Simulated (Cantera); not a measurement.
A closed system holds: 1 mol Si, 0.14 mol CO, 210 mol H2, at 71.0 Pa.

Cantera equilibrium calculation (NASA polynomials, part measured and part estimated; ideal gas, pure solids and liquids). Candidate condensed phases: C, C6H6, C7H8, C8H18, H2O, Si, SiC, SiO2; 123 gas species. Mutual solubility and eutectic melting of coexisting phases are not modelled. Rates play no part. All values below are at 1175 °C.

Base state: H2 0.999, SiO 0.000652, H 0.000346, CO 1.45e-5 (mole fractions); condensed: Si(s) + SiC(s).

Problem. What changes in the equilibrium state with this change: pressure from 71.0 Pa to 15.0 bar?

Solution. 
```csv
species,before,after
H2,0.999,1.000
CH4,1.40e-8,0.000295
SiH4,<1e-9,1.44e-5
SiO,0.000652,1.29e-5
H,0.000346,2.38e-6
CO,1.45e-5,2.88e-7
"Si(s), mol",0.725,0.848
"SiC(s), mol",0.137,0.0779
"SiO2(β-quartz), mol",0,0.0684
```
The tables hold silica as quartz up to 1696 K and as liquid above; real silica turns to tridymite and cristobalite and melts near 1996 K. Gases not in the tables: Si2H6 and higher silanes.

Problem. What changes in the equilibrium state with this change: Si replaced by Pb?

Solution. 
```
species        before     after
-----------  --------  --------
H2              0.999     0.994
Pb                  0   0.00474
CO            1.45e-5  0.000663
SiO          0.000652         0
H            0.000346  0.000345
Si(s), mol      0.725         0
SiC(s), mol     0.137         0
```
Further candidate phases: Pb, PbO, PbO2, Pb3O4.
